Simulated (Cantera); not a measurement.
Feed: 1 mol SiHCl3, 0.58 mol CH4, 30 mol H2, at 2127 °C and 820 Pa.

Equilibrium computed with Cantera from the NASA thermochemical tables; the gas is ideal and each condensed phase is pure. Candidate condensed phases: C, C6H6, C7H8, C8H18, Si, SiC; 109 gas species. The tables' values for SiCl are old estimates; treat these amounts as uncertain. Gases not in the tables: Si2H6 and higher silanes. Kinetics and transport are ignored.

Base state: H2 0.740, H 0.151, HCl 0.0686, Si 0.0200, Cl 0.00999, C2H2 (acetylene) 0.00420, SiC2 0.00313, SiCl 0.000859 (mole fractions); condensed: gas only.

Q: What changes in the equilibrium state with this change: H2 from 30 to 3.3 mol?

A: 
| species | before | after |
|---|---|---|
| H2 | 0.740 | 0.460 |
| HCl | 0.0686 | 0.253 |
| H | 0.151 | 0.119 |
| SiCl2 | 0.000768 | 0.0417 |
| Cl | 0.00999 | 0.0467 |
| Si | 0.0200 | 0.0498 |
| SiCl3 | 3.99e-7 | 0.000101 |
| SiCl | 0.000859 | 0.00998 |
| Si2C | 0.000795 | 0.00544 |
| C(graphite), mol | 0 | 0.284 |
| SiC(s), mol | 0 | 0.0579 |
The tables' values for SiCl, SiCl3 are old estimates; treat these amounts as uncertain.

Q: What changes in the equilibrium state with this change: temperature from 2127 °C to 2002 °C?

A: 
```json
[
 {"species": "H2", "before": "0.740", "after": "0.813"},
 {"species": "H", "before": "0.151", "after": "0.0846"},
 {"species": "HCl", "before": "0.0686", "after": "0.0746"},
 {"species": "Si", "before": "0.0200", "after": "0.0137"},
 {"species": "C2H", "before": "4.93e-5", "after": "1.07e-5"},
 {"species": "SiCl2", "before": "0.000768", "after": "0.00186"},
 {"species": "SiC(s), mol", "before": "0", "after": "0.274"}
]
```

Q: What changes in the equilibrium state with this change: temperature from 2127 °C to 1802 °C?

A: 
```csv
species,before,after
H2,0.740,0.884
HCl,0.0686,0.0744
H,0.151,0.0277
Si,0.0200,0.00527
SiCl2,0.000768,0.00584
C2H,4.93e-5,2.35e-8
SiC2,0.00313,8.71e-6
"SiC(s), mol",0,0.571
```
